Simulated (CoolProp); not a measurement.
Octamethyltrisiloxane (MDM) at several states: Z from the reference equation and from simpler models built on Tc = 565.4 K, pc = 1.438 MPa, ω = 0.528; each cubic takes its own stable root.

The numbers come from the reference Helmholtz-energy equation of state, Thol 2017 in CoolProp.

```tsv
T (K)	p (MPa)	phase	reference	Redlich-Kwong	Soave-Redlich-Kwong	Peng-Robinson
513.6	0.0121	gas	0.9959	0.9962	0.9959	0.9955
473.6	0.935	liquid	0.09141	0.1110	0.1012	0.08935
433.5	0.0262	gas	0.9831	0.9868	0.9841	0.9833
325.7	4.83	liquid	___	0.6125	___	0.5212
412.3	0.109	liquid	___	___	0.01192	0.01053
520.6	0.0168	gas	0.9946	0.9949	0.9946	0.9941
```

Q: Some entries are withheld; supply them.

A: 
- 325.7, reference: 0.5304
- 325.7, Soave-Redlich-Kwong: 0.5851
- 412.3, reference: 0.01087
- 412.3, Redlich-Kwong: 0.9341

At some of these states Redlich-Kwong gives the other phase, because its saturation line lies elsewhere.
